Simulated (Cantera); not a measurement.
An adiabatic, constant-volume homogeneous reactor starts with H₂ : O₂ : N₂ : H₂O = 1 : 0.278 : 1.04 : 0.2 (molar parts), equivalence ratio 1.8, at 1325 K and 0.290 bar. Integrator tolerance rtol = 1e-08.

Computed with Cantera and GRI-Mech 3.0 (53 species, 325 reactions).

Q: What does this change do: pressure from 0.290 bar to 1.70 bar?

A: 
```csv
quantity,before,after
time of steepest temperature rise,98.4 µs,18.0 µs
temperature at 6.00 s,2726 K,2864 K
equilibrium temperature,2726 K,2864 K
x(H₂) at 6.00 s,0.188 (gas-phase equilibrium 0.188),0.192 (gas-phase equilibrium 0.192)
x(O₂) at 6.00 s,0.00128 (gas-phase equilibrium 0.00128),0.000630 (gas-phase equilibrium 0.000630)
x(H₂O) at 6.00 s,0.305 (gas-phase equilibrium 0.305),0.315 (gas-phase equilibrium 0.315)
x(NO) at 6.00 s,0.00196 (gas-phase equilibrium 0.00196),0.00168 (gas-phase equilibrium 0.00168)
x(H₂O₂) at 6.00 s,8.89e-8 (gas-phase equilibrium 8.89e-8),2.02e-7 (gas-phase equilibrium 2.02e-7)
x(OH) at 6.00 s,0.0157 (gas-phase equilibrium 0.0157),0.0120 (gas-phase equilibrium 0.0120)
x(N₂O) at 6.00 s,6.10e-8 (gas-phase equilibrium 6.10e-8),1.31e-7 (gas-phase equilibrium 1.31e-7)
```

Q: What does this change do: H2 1 to 0.59 parts?

A: 
```
quantity                                                            before                                    after
---------------------------------  ---------------------------------------  ---------------------------------------
time of steepest temperature rise                                  98.4 µs                                  93.2 µs
temperature at 6.00 s                                               2726 K                                   2732 K
equilibrium temperature                                             2726 K                                   2732 K
x(H₂) at 6.00 s                        0.188 (gas-phase equilibrium 0.188)    0.0625 (gas-phase equilibrium 0.0625)
x(O₂) at 6.00 s                    0.00128 (gas-phase equilibrium 0.00128)    0.0136 (gas-phase equilibrium 0.0136)
x(H₂O) at 6.00 s                       0.305 (gas-phase equilibrium 0.305)      0.322 (gas-phase equilibrium 0.322)
x(NO) at 6.00 s                    0.00196 (gas-phase equilibrium 0.00196)  0.00704 (gas-phase equilibrium 0.00704)
x(H₂O₂) at 6.00 s                  8.89e-8 (gas-phase equilibrium 8.89e-8)  3.09e-7 (gas-phase equilibrium 3.09e-7)
x(OH) at 6.00 s                      0.0157 (gas-phase equilibrium 0.0157)    0.0296 (gas-phase equilibrium 0.0296)
x(N₂O) at 6.00 s                   6.10e-8 (gas-phase equilibrium 6.10e-8)  2.40e-7 (gas-phase equilibrium 2.40e-7)
```
